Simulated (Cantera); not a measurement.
Stirred combustor or abatement burner

A perfectly stirred reactor is fed with 11.6 % CO, 17.3 % H2, 11.1 % O2, 60.0 % N2, at 100000 Pa; it is adiabatic with a 775 K inlet, and is followed from long to short residence time, starting on the burning branch (τ in s: 0.24, 0.096, 0.039, 0.015, 0.0062, 0.0025, 0.001, 0.0004, 0.00016, 6.5e-05).

Detailed kinetics in Cantera: GRI-Mech 3.0 (53 species, 325 reactions).

```
τ (s)    T (K)    x CO    x H2      x O2      x NO      x H
-------  -----  ------  ------  --------  --------  -------
0.24      2379  0.0559  0.0220  0.000815  0.000951  0.00245
0.096     2371  0.0561  0.0222   0.00102  0.000917  0.00277
0.039     2356  0.0566  0.0225   0.00144  0.000838  0.00341
0.015     2327  0.0575  0.0233   0.00235  0.000667  0.00471
0.0062    2280  0.0590  0.0246   0.00383  0.000449  0.00680
0.0025    2206  0.0610  0.0265   0.00611  0.000253   0.0104
0.0010    2103  0.0631  0.0290   0.00911  0.000139   0.0161
0.00040   1972  0.0649  0.0316    0.0126   8.88e-5   0.0247
0.00016   1817  0.0666  0.0336    0.0167   6.07e-5   0.0359
6.5e-5    1646  0.0713  0.0351    0.0224   3.56e-5   0.0471
```
x: mole fraction; the columns are a selection and need not sum to one.
